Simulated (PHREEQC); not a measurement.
A solution holds 0.00024 mol/kgw NaOH, at 25 °C. Closed to the air; pH follows from the charge balance.

Computed with PHREEQC (ion-association model, wateq4f.dat).

* **pH**: 10.37
* **ionic strength**: 0.000240 mol/kgw
* **total alkalinity**: 0.240 meq/kg

```
species  molality  activity   log γ
-------  --------  --------  ------
OH-      0.000240  0.000236  -0.008
Na+      0.000240  0.000236  -0.008
```

No solid was allowed to form.
